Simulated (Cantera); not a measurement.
Source: NASA polynomial tables (part measured, part estimated), evaluated in Cantera. Values are per mole of reaction as written; species without (g) are pure solids or liquids, kept so even where they would boil at 1 bar.

### Question
Between 1073 and 1573 K, where is each reaction favourable under standard conditions?
- FeCl3(g) = FeCl2 + Cl(g)

### Answer
- FeCl3(g) = FeCl2 + Cl(g): ΔG° is 79 kJ at 1073 K and 66 kJ at 1573 K; it stays positive (K < 1). ΔH° is 117 kJ and ΔS° 32 J/K at 1573 K.
